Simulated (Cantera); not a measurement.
## Equilibrium for fluorocarbon and chlorocarbon gases: CH₃Cl + F₂

Feed: 1 mol CH₃Cl, 0.046 mol F₂, equilibrated at 3548 K and 2.00 mbar.

Equilibrium computed with Cantera from the NASA thermochemical tables; the gas is ideal and each condensed phase is pure. Candidate condensed phases: C, C₆H₆, C₇H₈, C₈H₁₈; 118 gas species. Kinetics and transport are ignored.

x(H): 0.603
x(Cl): 0.203
x(C): 0.152
x(F): 0.0154
x(C₂): 0.0129
x(C₃): 0.00835
x(HF): 0.00299
x(H₂): 0.00168
x(HCl): 0.000854
gas amount: 4.915 mol
log10 activity of C(graphite) (absent): -1.13
